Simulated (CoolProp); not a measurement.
Properties of R125 along the isobar 0.504 MPa (Tc = 339.2 K, pc = 3.618 MPa, ω = 0.305).

Values from CoolProp's reference Helmholtz-energy equation of state, Lemmon 2005.

```
T (K)   phase  cv (kJ/(kg K))  Joule-Thomson coefficient (K/MPa)  isothermal compressibility (1/MPa)  conductivity (mW/(m K))
-----  ------  --------------  ---------------------------------  ----------------------------------  -----------------------
195.9  liquid          0.6983                            -0.3484                            0.001411                      105
207.4  liquid          0.7106                            -0.3240                            0.001665                     99.8
218.8  liquid               …                                  …                            0.001982                     94.4
230.3  liquid          0.7374                            -0.2584                                   …                     89.1
241.7  liquid          0.7517                            -0.2134                            0.002944                     83.9
253.2  liquid          0.7668                            -0.1550                                   …                     78.6
276.1     gas          0.7144                              19.81                               2.254                     12.6
287.5     gas               …                                  …                               2.206                     13.4
299       gas          0.7414                              14.85                               2.168                     14.2
310.4     gas               …                              13.02                               2.140                     15.1
```

Task: Some entries are withheld; supply them.

Result: 
- 218.8, cv (kJ/(kg K)): 0.7236
- 218.8, Joule-Thomson coefficient (K/MPa): -0.2946
- 230.3, isothermal compressibility (1/MPa): 0.002396
- 253.2, isothermal compressibility (1/MPa): 0.003711
- 287.5, cv (kJ/(kg K)): 0.7274
- 287.5, Joule-Thomson coefficient (K/MPa): 17.09
- 310.4, cv (kJ/(kg K)): 0.7556

Thermal conductivity comes from a separate model (Perkins 2006).
